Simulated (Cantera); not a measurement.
What does this Cantera script print?

```python
import numpy as np
import cantera as ct

gas = ct.Solution("gri30.yaml")
gas.TPX = 1248, 100000, {'CH4': 1, 'O2': 4.17, 'N2': 22, 'H2O': 0.6}
reactor = ct.IdealGasReactor(gas, energy="on", clone=False)
net = ct.ReactorNet([reactor])
net.rtol, net.atol = 1e-08, 1e-16
show = ['CH4', 'O2', 'H2O', 'NO', 'HCO', 'OH']
times = np.geomspace(2e-06, 1, 13)

steps = ct.SolutionArray(gas, extra=["t"])
rows = []
print(f"{'t/s':>10s}{'T/K':>9s}{'P/Pa':>11s}" + "".join(f"{s:>11s}" for s in show))
for t in times:
    while net.time < t:
        t_next = net.step()
        steps.append(gas.state, t=t_next)
    rows.append([np.interp(t, steps.t, y) for y in (steps.T, steps.P, *steps(*show).X.T)])
    print(f"{t:10.3e}{rows[-1][0]:9.1f}{rows[-1][1]:11.4g}" + "".join(f"{x:11.3e}" for x in rows[-1][2:]))
rate = np.gradient(steps.T, steps.t)
print("integrator steps:", len(steps.t))
if steps.T.max() > steps.T[0] + 200:
    print(f"time of steepest temperature rise: {steps.t[rate.argmax()]:.4e} s")
gas.TPX = 1248, 100000, {'CH4': 1, 'O2': 4.17, 'N2': 22, 'H2O': 0.6}
gas.equilibrate("UV")
print(f"equilibrium (UV): T = {gas.T:.1f} K  " + "  ".join(f"{s} {gas[s].X[0]:.3e}" for s in show))
```

Result:

```
       t/s      T/K       P/Pa        CH4         O2        H2O         NO        HCO         OH
 2.000e-06   1248.0      1e+05  3.601e-02  1.502e-01  2.161e-02  3.712e-22  1.015e-18  1.165e-11
 5.970e-06   1248.0      1e+05  3.601e-02  1.502e-01  2.161e-02  5.063e-21  9.824e-18  2.849e-11
 1.782e-05   1248.0      1e+05  3.601e-02  1.502e-01  2.161e-02  3.212e-20  9.201e-17  4.793e-11
 5.318e-05   1248.0      1e+05  3.601e-02  1.502e-01  2.161e-02  1.593e-19  8.555e-16  1.018e-10
 1.587e-04   1248.0      1e+05  3.601e-02  1.502e-01  2.161e-02  9.643e-19  8.290e-15  2.992e-10
 4.738e-04   1248.0      1e+05  3.601e-02  1.502e-01  2.161e-02  8.203e-18  9.538e-14  1.136e-09
 1.414e-03   1248.0      1e+05  3.601e-02  1.502e-01  2.161e-02  1.109e-16  1.857e-12  5.994e-09
 4.221e-03   1248.3      1e+05  3.596e-02  1.501e-01  2.165e-02  1.910e-15  5.711e-11  2.648e-08
 1.260e-02   1251.6  1.003e+05  3.547e-02  1.498e-01  2.203e-02  2.601e-14  9.894e-10  1.010e-07
 3.761e-02   2202.0  1.767e+05  4.493e-21  7.709e-02  9.152e-02  5.524e-04  1.782e-11  3.252e-03
 1.122e-01   2196.5  1.763e+05  4.129e-21  7.605e-02  9.158e-02  2.684e-03  1.671e-11  3.172e-03
 3.350e-01   2188.2  1.756e+05  3.619e-21  7.448e-02  9.166e-02  5.879e-03  1.515e-11  3.054e-03
 1.000e+00   2184.7  1.753e+05  3.420e-21  7.382e-02  9.169e-02  7.214e-03  1.454e-11  3.006e-03
integrator steps: 2052
time of steepest temperature rise: 2.2270e-02 s
equilibrium (UV): T = 2184.6 K  CH4 5.404e-21  O2 7.381e-02  H2O 9.169e-02  NO 7.250e-03  HCO 1.452e-11  OH 3.005e-03
```

Cantera simulation using GRI-Mech 3.0 (53 species, 325 reactions); the numbers are that mechanism's predictions, not measurements.
